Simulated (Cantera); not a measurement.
Input (Python, Cantera) and output of one run.

```python
import numpy as np
import cantera as ct

gas_names = """
    C CH CH2 CH3 CH2OH CH3O CH4 CH3OH CO CO2 COOH C2 C2H CHCO,ketyl C2H2,acetylene C2H2,vinylidene
    CH2CO,ketene C2H3,vinyl CH3CO,acetyl C2H4 C2H4O,ethylen CH3CHO,ethanal CH3COOH (HCOOH)2 C2H5 C2H6
    CH3OCH3 C2H5OH C2O C3 C3H3,propargyl C3H4,allene C3H4,propyne C3H4,cyclo- C3H5,allyl C3H6,propylene
    C3H6,cyclo- C3H6O C3H7,n-propyl C3H7,i-propyl C3H8 C3H8O,1propanol C3H8O,2propanol C3O2 C4 C4H2
    C4H4,1,3-cyclo- C4H6,butadiene C4H6,2-butyne C4H6,cyclo- C4H8,1-butene C4H8,cis2-buten
    C4H8,tr2-butene C4H8,isobutene C4H8,cyclo- (CH3COOH)2 C4H9,n-butyl C4H9,i-butyl C4H9,s-butyl
    C4H9,t-butyl C4H10,isobutane C4H10,n-butane C5 C5H6,1,3cyclo- C5H8,cyclo- C5H10,1-pentene
    C5H10,cyclo- C5H11,pentyl C5H11,t-pentyl C5H12,n-pentane C5H12,i-pentane CH3C(CH3)2CH3 C6H2
    C6H5,phenyl C6H5O,phenoxy C6H6 C6H5OH,phenol C6H10,cyclo- C6H12,1-hexene C6H12,cyclo- C6H13,n-hexyl
    C7H7,benzyl C7H8 C7H8O,cresol C7H14,1-heptene C7H15,n-heptyl C7H16,n-heptane C8H8,styrene
    C8H10,ethylbenz C8H16,1-octene C8H17,n-octyl C8H18,isooctane C8H18,n-octane C9H19,n-nonyl
    C10H8,naphthale C10H21,n-decyl C12H9,o-bipheny C12H10,bipheny H HCO HO2 H2 HCHO,formaldehy HCOOH H2O
    H2O2 O OH O2 O3 Ta TaO TaO2
""".split()
cond_names = """
    C(gr) C6H6(L) C7H8(L) C8H18(L),n-octa H2O(s) H2O(L) Ta(cr) Ta(L) TaC(s) TaC(L) Ta2O5(s) Ta2O5(L)
""".split()


def load(file, names, dense=False):
    # The tables refer to 1 bar. Condensed volumes are neglected.
    table = {s.name: s for s in ct.Species.list_from_file(file)}
    out = []
    for n in names:
        d = dict(table[n].input_data)
        d["thermo"] = dict(d["thermo"], **{"reference-pressure": 1e5})
        if dense:
            d["equation-of-state"] = {"model": "constant-volume", "density": "1e6 g/cm^3"}
        out.append(ct.Species.from_dict(d))
    return out


gas = ct.Solution(thermo="ideal-gas", species=load("nasa_gas.yaml", gas_names))
cond = {s.name: ct.Solution(thermo="fixed-stoichiometry", species=[s], name=s.name)
        for s in load("nasa_condensed.yaml", cond_names, dense=True)}
atoms = {
    'Ta(OEt)5': {'Ta': 1, 'C': 10, 'H': 25, 'O': 5},
    'CH4': {'C': 1, 'H': 4},
    'H2': {'H': 2},
}
top_T = {'C(gr)': 4500}  # K; cautious upper limits of use, not melting points


def equilibrate(T, P, feed):
    n = {}
    for name, mol in feed.items():
        for a, k in atoms[name].items():
            n[a] = n.get(a, 0.0) + k * mol
    gas.TPX = T, P, n
    mass = sum(n.values()) * gas.mean_molecular_weight
    gas.equilibrate("TP")
    valid = [c for c in cond.values() if c.min_temp <= T <= top_T.get(c.name, c.max_temp)]
    mix = ct.Mixture([(gas, mass / gas.mean_molecular_weight)] + [(c, 0.0) for c in valid])
    mix.T, mix.P = T, P
    mix.equilibrate("TP", solver="vcs", rtol=1e-11, max_steps=5000)
    return mix


results = []
feed = {'Ta(OEt)5': 1, 'CH4': 4.6, 'H2': 350}  # mol
T = 1298  # K
P = 330000  # Pa
mix = equilibrate(T, P, feed)
results.append((T, P, feed, dict(zip(mix.species_names, mix.species_moles))))
x = sorted(zip(gas.X, gas.species_names), reverse=True)
print(f"T = {T:g} K  P = {P:g} Pa  gas = {mix.phase_moles(0):.4g} mol")
print("   x: " + "  ".join(f"{s} {v:.3e}" for v, s in x if v > 0.001))
print("   condensed (mol): " + ("  ".join(f"{mix.phase(i).name} {mix.phase_moles(i):.4g}"
      for i in range(1, mix.n_phases) if mix.phase_moles(i) > 1e-12) or "none"))
```

Output:

```
T = 1298 K  P = 330000 Pa  gas = 367.8 mol
   x: H2 9.626e-01  CH4 2.377e-02  CO 1.319e-02
   condensed (mol): TaC(s) 1
```

Equilibrium computed with Cantera from the NASA thermochemical tables; the gas is ideal and each condensed phase is pure. The feed counts by its element totals alone. TaC: taken at fixed stoichiometry. Condensed phases not in the tables: Ta2C.
